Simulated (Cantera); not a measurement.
Input (Python, Cantera) and output of one run.

```python
import numpy as np
import cantera as ct

gas_names = """
    C CH CH2 CH3 CH2OH CH3O CH4 CH3OH CO CO2 COOH C2 C2H CHCO,ketyl C2H2,acetylene C2H2,vinylidene
    CH2CO,ketene C2H3,vinyl CH3CO,acetyl C2H4 C2H4O,ethylen CH3CHO,ethanal CH3COOH (HCOOH)2 C2H5 C2H6
    CH3OCH3 C2H5OH C2O C3 C3H3,propargyl C3H4,allene C3H4,propyne C3H4,cyclo- C3H5,allyl C3H6,propylene
    C3H6,cyclo- C3H6O C3H7,n-propyl C3H7,i-propyl C3H8 C3H8O,1propanol C3H8O,2propanol C3O2 C4 C4H2
    C4H4,1,3-cyclo- C4H6,butadiene C4H6,2-butyne C4H6,cyclo- C4H8,1-butene C4H8,cis2-buten
    C4H8,tr2-butene C4H8,isobutene C4H8,cyclo- (CH3COOH)2 C4H9,n-butyl C4H9,i-butyl C4H9,s-butyl
    C4H9,t-butyl C4H10,isobutane C4H10,n-butane C5 C5H6,1,3cyclo- C5H8,cyclo- C5H10,1-pentene
    C5H10,cyclo- C5H11,pentyl C5H11,t-pentyl C5H12,n-pentane C5H12,i-pentane CH3C(CH3)2CH3 C6H2
    C6H5,phenyl C6H5O,phenoxy C6H6 C6H5OH,phenol C6H10,cyclo- C6H12,1-hexene C6H12,cyclo- C6H13,n-hexyl
    C7H7,benzyl C7H8 C7H8O,cresol C7H14,1-heptene C7H15,n-heptyl C7H16,n-heptane C8H8,styrene
    C8H10,ethylbenz C8H16,1-octene C8H17,n-octyl C8H18,isooctane C8H18,n-octane C9H19,n-nonyl
    C10H8,naphthale C10H21,n-decyl C12H9,o-bipheny C12H10,bipheny H HCO HO2 H2 HCHO,formaldehy HCOOH H2O
    H2O2 O OH O2 O3 Ti TiO TiO2
""".split()
cond_names = """
    C(gr) C6H6(L) C7H8(L) C8H18(L),n-octa H2O(s) H2O(L) Ti(a) Ti(b) Ti(L) TiC(s) TiC(L) TiO(a) TiO(b)
    TiO(L) TiO2(ru) TiO2(L) Ti2O3(a) Ti2O3(b) Ti2O3(L) Ti3O5(a) Ti3O5(b) Ti3O5(L) Ti4O7(s) Ti4O7(L)
""".split()


def load(file, names, dense=False):
    # The tables refer to 1 bar. Condensed volumes are neglected.
    table = {s.name: s for s in ct.Species.list_from_file(file)}
    out = []
    for n in names:
        d = dict(table[n].input_data)
        d["thermo"] = dict(d["thermo"], **{"reference-pressure": 1e5})
        if dense:
            d["equation-of-state"] = {"model": "constant-volume", "density": "1e6 g/cm^3"}
        out.append(ct.Species.from_dict(d))
    return out


gas = ct.Solution(thermo="ideal-gas", species=load("nasa_gas.yaml", gas_names))
cond = {s.name: ct.Solution(thermo="fixed-stoichiometry", species=[s], name=s.name)
        for s in load("nasa_condensed.yaml", cond_names, dense=True)}
atoms = {
    'Ti': {'Ti': 1},
    'CO2': {'C': 1, 'O': 2},
    'H2': {'H': 2},
}
top_T = {'C(gr)': 4500}  # K; cautious upper limits of use, not melting points


def equilibrate(T, P, feed):
    n = {}
    for name, mol in feed.items():
        for a, k in atoms[name].items():
            n[a] = n.get(a, 0.0) + k * mol
    gas.TPX = T, P, n
    mass = sum(n.values()) * gas.mean_molecular_weight
    gas.equilibrate("TP")
    valid = [c for c in cond.values() if c.min_temp <= T <= top_T.get(c.name, c.max_temp)]
    mix = ct.Mixture([(gas, mass / gas.mean_molecular_weight)] + [(c, 0.0) for c in valid])
    mix.T, mix.P = T, P
    mix.equilibrate("TP", solver="vcs", rtol=1e-11, max_steps=5000)
    return mix


results = []
feed = {'Ti': 1, 'CO2': 0.042, 'H2': 1.8}  # mol
T = 1423.15  # K
P = 1333.22  # Pa
mix = equilibrate(T, P, feed)
results.append((T, P, feed, dict(zip(mix.species_names, mix.species_moles))))
x = sorted(zip(gas.X, gas.species_names), reverse=True)
print(f"T = {T:g} K  P = {P:g} Pa  gas = {mix.phase_moles(0):.4g} mol")
print("   x: " + "  ".join(f"{s} {v:.3e}" for v, s in x if v > 0.001))
print("   condensed (mol): " + ("  ".join(f"{mix.phase(i).name} {mix.phase_moles(i):.4g}"
      for i in range(1, mix.n_phases) if mix.phase_moles(i) > 1e-12) or "none"))
```

It prints:

```
T = 1423.15 K  P = 1333.22 Pa  gas = 1.8 mol
   x: H2 9.999e-01
   condensed (mol): Ti(b) 0.874  TiC(s) 0.042  TiO(b) 0.084
```

Method: chemical equilibrium by Gibbs-energy minimisation in Cantera with the NASA 1993 tables (ideal gas, pure condensed phases). Mutual solubility and eutectic melting of coexisting phases are not modelled. TiC, TiO: taken at fixed stoichiometry. Condensed phases not in the tables: solid solutions among these carbides, nitrides and lower oxides, N, O or C dissolved in the metal.
